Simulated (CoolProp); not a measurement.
Vapour pressure (MPa) of cyclohexane: the reference equation beside estimates from Tc = 553.6 K, pc = 4.081 MPa, ω = 0.209. Clausius-Clapeyron is anchored at 463.3 K with a constant enthalpy of vaporisation of 22.11 kJ/mol.

The numbers come from the reference Helmholtz-energy equation of state, Zhou 2014 in CoolProp.

```json
[
 {"T (K)": "435.9", "reference": "0.7082", "Lee-Kesler": "0.7097", "Clausius-Clapeyron": "0.7999", "van der Waals": "1.453", "Redlich-Kwong": "0.8954", "Soave-Redlich-Kwong": "0.7126", "Peng-Robinson": "0.7044"},
 {"T (K)": "445", "reference": "0.8371", "Lee-Kesler": "0.8387", "Clausius-Clapeyron": "0.9062", "van der Waals": "1.599", "Redlich-Kwong": "1.038", "Soave-Redlich-Kwong": "0.8433", "Peng-Robinson": "0.8331"},
 {"T (K)": "454.1", "reference": "0.9824", "Lee-Kesler": "0.9839", "Clausius-Clapeyron": "1.021", "van der Waals": "1.754", "Redlich-Kwong": "1.196", "Soave-Redlich-Kwong": "0.9910", "Peng-Robinson": "0.9787"},
 {"T (K)": "463.3", "reference": "1.147", "Lee-Kesler": "1.149", "Clausius-Clapeyron": "1.147", "van der Waals": "1.921", "Redlich-Kwong": "1.371", "Soave-Redlich-Kwong": "1.159", "Peng-Robinson": "1.144"},
 {"T (K)": "472.4", "reference": "1.330", "Lee-Kesler": "1.331", "Clausius-Clapeyron": "1.282", "van der Waals": "2.094", "Redlich-Kwong": "1.561", "Soave-Redlich-Kwong": "1.344", "Peng-Robinson": "1.328"},
 {"T (K)": "481.5", "reference": "1.533", "Lee-Kesler": "1.533", "Clausius-Clapeyron": "1.425", "van der Waals": "2.278", "Redlich-Kwong": "1.768", "Soave-Redlich-Kwong": "1.551", "Peng-Robinson": "1.532"},
 {"T (K)": "490.7", "reference": "1.760", "Lee-Kesler": "1.760", "Clausius-Clapeyron": "1.581", "van der Waals": "2.473", "Redlich-Kwong": "1.995", "Soave-Redlich-Kwong": "1.782", "Peng-Robinson": "1.762"},
 {"T (K)": "499.8", "reference": "2.008", "Lee-Kesler": "2.008", "Clausius-Clapeyron": "1.745", "van der Waals": "2.676", "Redlich-Kwong": "2.238", "Soave-Redlich-Kwong": "2.034", "Peng-Robinson": "2.013"},
 {"T (K)": "508.9", "reference": "2.282", "Lee-Kesler": "2.282", "Clausius-Clapeyron": "1.919", "van der Waals": "2.888", "Redlich-Kwong": "2.500", "Soave-Redlich-Kwong": "2.311", "Peng-Robinson": "2.290"},
 {"T (K)": "518.1", "reference": "2.586", "Lee-Kesler": "2.587", "Clausius-Clapeyron": "2.106", "van der Waals": "3.113", "Redlich-Kwong": "2.784", "Soave-Redlich-Kwong": "2.618", "Peng-Robinson": "2.598"},
 {"T (K)": "527.2", "reference": "2.917", "Lee-Kesler": "2.919", "Clausius-Clapeyron": "2.301", "van der Waals": "3.346", "Redlich-Kwong": "3.086", "Soave-Redlich-Kwong": "2.950", "Peng-Robinson": "2.931"}
]
```

Absolute difference from the reference over all 11 rows, mean and median: Lee-Kesler 0.1 and 0.1 %, Clausius-Clapeyron 10.4 and 10.2 %, van der Waals 53.1 and 48.6 %, Redlich-Kwong 15.7 and 15.3 %, Soave-Redlich-Kwong 1.1 and 1.1 %, Peng-Robinson 0.3 and 0.4 %.
